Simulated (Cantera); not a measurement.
An isothermal, constant-pressure homogeneous reactor starts with NO : N2 = 1 : 8.8 (molar parts), at 2025 K and 10.00 Torr. Integrator tolerance rtol = 1e-08.

Model: GRI-Mech 3.0 (53 species, 325 reactions), integrated in Cantera. Radical loss at walls, strong at low pressure, is not modelled.

Question: What does this change do: NO 1 to 0.57 parts?

Answer: 
```csv
quantity,before,after
x(NO) at 20.0 s,0.0488 (gas-phase equilibrium 0.00431),0.0380 (gas-phase equilibrium 0.00334)
x(N2) at 20.0 s,0.924 (gas-phase equilibrium 0.946),0.950 (gas-phase equilibrium 0.967)
x(O2) at 20.0 s,0.0260 (gas-phase equilibrium 0.0481),0.0110 (gas-phase equilibrium 0.0281)
x(N2O) at 20.0 s,8.09e-7 (gas-phase equilibrium 3.06e-8),5.48e-7 (gas-phase equilibrium 2.40e-8)
x(O) at 20.0 s,0.00116 (gas-phase equilibrium 0.00154),0.000759 (gas-phase equilibrium 0.00118)
x(NO2) at 20.0 s,3.26e-6 (gas-phase equilibrium 3.94e-7),1.66e-6 (gas-phase equilibrium 2.33e-7)
```

Question: What does this change do: temperature 2025 to 1525 K?

Answer: 
| quantity | before | after |
|---|---|---|
| x(NO) at 20.0 s | 0.0488 (gas-phase equilibrium 0.00431) | 0.102 (gas-phase equilibrium 0.000747) |
| x(N2) at 20.0 s | 0.924 (gas-phase equilibrium 0.946) | 0.898 (gas-phase equilibrium 0.949) |
| x(O2) at 20.0 s | 0.0260 (gas-phase equilibrium 0.0481) | 3.39e-5 (gas-phase equilibrium 0.0506) |
| x(N2O) at 20.0 s | 8.09e-7 (gas-phase equilibrium 3.06e-8) | 3.37e-6 (gas-phase equilibrium 5.76e-9) |
| x(O) at 20.0 s | 0.00116 (gas-phase equilibrium 0.00154) | 1.50e-6 (gas-phase equilibrium 1.11e-5) |
| x(NO2) at 20.0 s | 3.26e-6 (gas-phase equilibrium 3.94e-7) | 2.72e-6 (gas-phase equilibrium 2.10e-7) |

Question: What does this change do: NO 1 to 8 parts?

Answer: 
```csv
quantity,before,after
x(NO) at 20.0 s,0.0488 (gas-phase equilibrium 0.00431),0.0605 (gas-phase equilibrium 0.00847)
x(N2) at 20.0 s,0.924 (gas-phase equilibrium 0.946),0.730 (gas-phase equilibrium 0.756)
x(O2) at 20.0 s,0.0260 (gas-phase equilibrium 0.0481),0.206 (gas-phase equilibrium 0.232)
x(N2O) at 20.0 s,8.09e-7 (gas-phase equilibrium 3.06e-8),8.22e-7 (gas-phase equilibrium 5.38e-8)
x(O) at 20.0 s,0.00116 (gas-phase equilibrium 0.00154),0.00321 (gas-phase equilibrium 0.00339)
x(NO2) at 20.0 s,3.26e-6 (gas-phase equilibrium 3.94e-7),1.14e-5 (gas-phase equilibrium 1.70e-6)
```
